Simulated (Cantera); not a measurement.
A closed system holds: 1 mol Si, 1.9 mol O2, 33 mol N2, at 1750 °C and 1200 Torr.

Equilibrium computed with Cantera from the NASA thermochemical tables; the gas is ideal and each condensed phase is pure. Candidate condensed phases: Si, SiO2, Si2N2O, Si3N4; 16 gas species. The tables hold silica as quartz up to 1696 K and as liquid above; real silica turns to tridymite and cristobalite and melts near 1996 K. Kinetics and transport are ignored.

Base state: N2 0.972, O2 0.0249, NO 0.00312, O 9.95e-5 (mole fractions); condensed: SiO2(l).

**Question.** What changes in the equilibrium state with this change: temperature from 1750 °C to 1550 °C?

**Answer.** 
| species | before | after |
|---|---|---|
| N2 | 0.972 | 0.973 |
| O2 | 0.0249 | 0.0257 |
| NO | 0.00312 | 0.00174 |
| O | 9.95e-5 | 1.91e-5 |
| SiO2(l), mol | 1.000 | 0 |
| SiO2(condensed), mol | 0 | 1.00 |

**Question.** What changes in the equilibrium state with this change: O2 from 1.9 to 0.18 mol?

**Answer.** 
| species | before | after |
|---|---|---|
| N2 | 0.972 | 0.998 |
| SiO | 1.10e-7 | 0.00239 |
| O2 | 0.0249 | <1e-9 |
| NO | 0.00312 | <1e-9 |
| O | 9.95e-5 | <1e-9 |
| SiO2(l), mol | 1.000 | 0 |
| Si2N2O(s), mol | 0 | 0.282 |
| Si3N4(s), mol | 0 | 0.119 |
Mutual solubility and eutectic melting of coexisting phases are not modelled.
